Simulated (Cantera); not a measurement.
Mixture: CH4 : O2 : N2 : H2O = 1 : 1.54 : 9.69 : 1.2 (molar parts), at 10.0 bar, adiabatic and at constant volume. Ignition delay is the time to a rise of 400 K.

Computed with Cantera and GRI-Mech 3.0 (53 species, 325 reactions).

Task: What does this change do: constant pressure in place of constant volume?

Result: 
```
quantity                                                before       after
--------------------------------------------------  ----------  ----------
delay at 1025 K                                        88.1 ms     90.2 ms
delay at 1125 K                                        21.1 ms     21.8 ms
delay at 1225 K                                        6.40 ms     6.73 ms
delay at 1325 K                                        2.21 ms     2.35 ms
delay at 1425 K                                       0.806 ms    0.870 ms
delay at 1525 K                                       0.301 ms    0.327 ms
delay at 1625 K                                       0.116 ms    0.126 ms
apparent activation energy between 1425 and 1625 K  190 kJ/mol  190 kJ/mol
```

Task: What does this change do: 0.42 parts CO2 added?

Result: 
```json
[
 {"quantity": "delay at 1025 K", "before": "88.1 ms", "after": "91.2 ms"},
 {"quantity": "delay at 1125 K", "before": "21.1 ms", "after": "21.9 ms"},
 {"quantity": "delay at 1225 K", "before": "6.40 ms", "after": "6.68 ms"},
 {"quantity": "delay at 1325 K", "before": "2.21 ms", "after": "2.31 ms"},
 {"quantity": "delay at 1425 K", "before": "0.806 ms", "after": "0.848 ms"},
 {"quantity": "delay at 1525 K", "before": "0.301 ms", "after": "0.317 ms"},
 {"quantity": "delay at 1625 K", "before": "0.116 ms", "after": "0.121 ms"},
 {"quantity": "apparent activation energy between 1425 and 1625 K", "before": "190 kJ/mol", "after": "190 kJ/mol"}
]
```
